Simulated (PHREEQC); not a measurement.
Solution (20 °C): 14 mmol/kgw ZnSO4 and 1.8 mmol/kgw FeSO4. Closed to the air; pH follows from the charge balance.

All values are PHREEQC results (ion-association model, wateq4f.dat), not measurements.

### Question
The ionic strength comes out as 0.0404 mol/kgw. What activity coefficients do SO4-2, H+, Fe+2, Zn+2, ZnOH+ get?

### Answer
SO4-2 0.49, H+ 0.86, Fe+2 0.51, Zn+2 0.51, ZnOH+ 0.84.

Precipitation was switched off in this run. Complexes and solids missing from the database can't appear.
